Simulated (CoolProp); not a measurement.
Vapour-liquid equilibrium of R134a (1) + isobutane (2) at 288.2 K; x and y are mole fractions of (1).

Computed with CoolProp (multi-fluid Helmholtz-energy mixture model, Tillner-Roth 1994 and Bücker 2006; pair parameters Bell 2016).

```
x     bubble pressure (MPa)  y at the bubble point  dew pressure at overall composition x (MPa)  liquid density (mol/L)
----  ---------------------  ---------------------  -------------------------------------------  ----------------------
0.05                 0.3367                  0.247                                       0.2723                   9.731
0.15                 0.4401                  0.454                                       0.3019                   9.835
0.25                 0.4985                  0.543                                       0.3380                   9.956
0.35                 0.5313                  0.593                                       0.3826                   10.10
0.45                 0.5501                  0.627                                       0.4377                   10.28
0.55                 0.5614                  0.655                                       0.5031                   10.50
0.65                 0.5675                  0.685                                       0.5597                   10.77
0.75                 0.5678                  0.725                                       0.5646                   11.10
0.85                 0.5570                  0.787                                       0.5392                   11.49
0.95                 0.5227                  0.901                                       0.5061                   11.94
```

y crosses x between x = 0.65 and 0.75: the model has an azeotrope there.

Pair parameters are fitted to limited data, so mixtures are less certain than the pure fluids. With so large a gap from Raoult's law the liquid may split in two, which this calculation doesn't test in full.
